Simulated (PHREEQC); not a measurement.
## Sulfide liquor (model solution)

A solution holds 0.0075 mol Na2S, 0.0043 mol NaCl and 0.0011 mol FeCl2 per kg of water, at 25 °C. It is in equilibrium with CO2 at log p = -1 (atm). Otherwise closed; pH follows from the charge balance.

The numbers come from PHREEQC with the ion-association model, phreeqc.dat.

No solid was allowed to form.

What pH, ionic strength, specific conductance does the model give?

pH 6.78; ionic strength 0.0192 mol/kgw; specific conductance 1870 µS/cm.

In which forms is C present?

HCO3- 75 %, CO2 25 %, NaHCO3 0.6 % of the C.

Examples of supersaturated solids here: Mackinawite, FeS(ppt). Others may be too.
